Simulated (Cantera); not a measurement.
Charge: 1 mol Fe2O3, a varied amount of C, 1.2 mol H2, held at 852 °C and 1.00 Torr.

These are equilibrium values from Cantera (NASA tables, ideal gas, pure condensed phases), not measurements of a reactor. Candidate condensed phases: C, C6H6, C7H8, C8H18, Fe, Fe(CO)5, FeO, Fe(OH)2, Fe(OH)3, Fe2O3, Fe3O4, H2O; 114 gas species. Mutual solubility and eutectic melting of coexisting phases are not modelled. The tables' stoichiometric FeO is somewhat more stable than real wüstite, so its field is too wide. FeO: taken at fixed stoichiometry. The numbers say what is thermodynamically allowed, not how fast it happens.

Problem. Which condensed phases are stable at each of these points (n(C) (mol)): 0.34, 0.54, 0.73, 0.93, 1.1, 1.3, 1.5, 1.7, 1.9, 2.1, 2.3, 2.5, 2.7?

Solution. 
```json
[
 {"n(C) (mol)": "0.34", "condensed phases": "FeO(s)", "Fe condensed (%)": "100.0"},
 {"n(C) (mol)": "0.54", "condensed phases": "FeO(s)", "Fe condensed (%)": "100.0"},
 {"n(C) (mol)": "0.73", "condensed phases": "Fe(α) + FeO(s)", "Fe condensed (%)": "100.0"},
 {"n(C) (mol)": "0.93", "condensed phases": "Fe(α) + FeO(s)", "Fe condensed (%)": "100.0"},
 {"n(C) (mol)": "1.1", "condensed phases": "Fe(α) + FeO(s)", "Fe condensed (%)": "100.0"},
 {"n(C) (mol)": "1.3", "condensed phases": "Fe(α) + FeO(s)", "Fe condensed (%)": "100.0"},
 {"n(C) (mol)": "1.5", "condensed phases": "Fe(α) + FeO(s)", "Fe condensed (%)": "100.0"},
 {"n(C) (mol)": "1.7", "condensed phases": "Fe(α) + FeO(s)", "Fe condensed (%)": "100.0"},
 {"n(C) (mol)": "1.9", "condensed phases": "Fe(α) + FeO(s)", "Fe condensed (%)": "100.0"},
 {"n(C) (mol)": "2.1", "condensed phases": "Fe(α) + FeO(s)", "Fe condensed (%)": "100.0"},
 {"n(C) (mol)": "2.3", "condensed phases": "Fe(α) + FeO(s)", "Fe condensed (%)": "100.0"},
 {"n(C) (mol)": "2.5", "condensed phases": "Fe(α)", "Fe condensed (%)": "100.0"},
 {"n(C) (mol)": "2.7", "condensed phases": "Fe(α)", "Fe condensed (%)": "100.0"}
]
```

From 0.34 mol C to 0.54 mol C the condensed part is FeO(s). From 0.73 mol C to 2.3 mol C the condensed part is Fe(α) + FeO(s). From 2.5 mol C to 2.7 mol C the condensed part is Fe(α).
